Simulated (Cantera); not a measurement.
Nitride etching: AlN + HCl + H2

Charge: 1 mol AlN, 35 mol HCl, 130 mol H2, equilibrated at 1823.15 K.

These are equilibrium values from Cantera (NASA tables, ideal gas, pure condensed phases), not measurements of a reactor. Candidate condensed phases: Al, AlCl3, AlN, NH4Cl; 20 gas species. The tables' values for AlCl2 are old estimates; treat these amounts as uncertain. Kinetics and transport are ignored.

| P (Pa) | log p H2 | log p HCl | log p H | log p Cl |
|---|---|---|---|---|
| 1 | -5.16 | -5.77 | -5.94 | -6.67 |
| 4.20 | -4.51 | -5.11 | -5.62 | -6.33 |
| 18 | -3.86 | -4.45 | -5.29 | -6.00 |
| 75 | -3.24 | -3.82 | -4.98 | -5.69 |
| 320 | -2.60 | -3.19 | -4.66 | -5.37 |
| 1300 | -1.99 | -2.58 | -4.36 | -5.07 |
| 5600 | -1.35 | -1.95 | -4.04 | -4.75 |
| 24000 | -0.72 | -1.33 | -3.72 | -4.45 |
| 100000 | -0.10 | -0.71 | -3.41 | -4.14 |
log p: log10 of the partial pressure in bar; nothing condenses.

From 1.00 Pa to 100000 Pa nothing is condensed. The main Al-bearing gas is AlCl at 1.00 Pa and AlCl3 at 100000 Pa.
